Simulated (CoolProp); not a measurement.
Isopentane along the isobar 9490 kPa: fugacity coefficient from the reference equation and from simpler models built on Tc = 460.3 K, pc = 3378 kPa, ω = 0.227; each cubic takes its own stable root.

Values from CoolProp's reference Helmholtz-energy equation of state, Lemmon 2006. It is a short technical equation, of lower accuracy than the large ones.

| T (K) | phase | reference | van der Waals | Redlich-Kwong | Peng-Robinson |
|---|---|---|---|---|---|
| 430.6 | liquid | 0.2256 | 0.3105 | 0.2521 | 0.2232 |
| 440.5 | liquid | 0.2534 | 0.3307 | 0.2778 | 0.2508 |
| 450.4 | liquid | 0.2823 | 0.3510 | 0.3041 | 0.2795 |
| 460.3 | liquid | 0.3120 | 0.3714 | 0.3307 | 0.3089 |
| 470.2 | supercritical | 0.3423 | 0.3918 | 0.3574 | 0.3388 |
| 480.2 | supercritical | 0.3734 | 0.4123 | 0.3845 | 0.3693 |
| 490.1 | supercritical | 0.4042 | 0.4325 | 0.4111 | 0.3995 |
| 500 | supercritical | 0.4349 | 0.4525 | 0.4373 | 0.4293 |
